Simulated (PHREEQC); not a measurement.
3 g of hydrous ferric oxide (600 m²/g; 0.2 weak and 0.005 strong sites per Fe, Dzombak-Morel constants, diffuse double layer) in 1 kg of water with 0.1 mol/kgw of an inert sodium salt and 0.87 mmol/kgw Na2HAsO4, at 25 °C; the pH is set by adding NaOH or the inert anion's acid. Oxygen is held at 0.21 atm. No CO2 enters from the air. No solid was allowed to form.

Base run: PHREEQC, ion-association model, wateq4f.dat. Each further column changes one thing. The table gives surface charge σ (C/m²).

| pH | base | background salt from 0.1 to 0.01 mol/kgw | oxide from 3 to 15 g/kgw |
|---|---|---|---|
| 4 | 0.261 | (withheld) | 0.313 |
| 5 | 0.172 | 0.088 | 0.210 |
| 6 | 0.078 | 0.032 | (withheld) |
| 6.5 | 0.046 | (withheld) | (withheld) |
| 7.5 | 0.001 | 0.001 | (withheld) |
| 8.5 | -0.041 | -0.016 | -0.019 |
| 9.5 | -0.103 | (withheld) | (withheld) |
| 10 | -0.141 | -0.065 | -0.104 |
| 11 | -0.231 | -0.125 | -0.205 |
| 12 | -0.323 | -0.247 | -0.321 |

### Question
Some entries are withheld; supply them.

### Answer

- 4, background salt from 0.1 to 0.01 mol/kgw: 0.185
- 6, oxide from 3 to 15 g/kgw: 0.105
- 6.5, background salt from 0.1 to 0.01 mol/kgw: 0.018
- 6.5, oxide from 3 to 15 g/kgw: 0.067
- 7.5, oxide from 3 to 15 g/kgw: 0.017
- 9.5, background salt from 0.1 to 0.01 mol/kgw: -0.045
- 9.5, oxide from 3 to 15 g/kgw: -0.069
